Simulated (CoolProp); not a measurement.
Vapour-liquid equilibrium of n-octane (1) + o-xylene (2) at 66.55 °C; x and y are mole fractions of (1).

The numbers come from the multi-fluid Helmholtz-energy mixture model, Beckmüller 2019 and Zhou 2012; pair parameters Bell 2016 in CoolProp.

Give the bubble pressure and the first vapour's composition at x = 0.35, 0.45, 0.65. Is there an azeotrope?

x = 0.35: 9.860 kPa, y = 0.511; x = 0.45: 10.51 kPa, y = 0.608; x = 0.65: 11.76 kPa, y = 0.771. No azeotrope shows between x = 0.05 and 0.95.

The pair parameters rest on a limited set of measurements; away from them the model extrapolates.
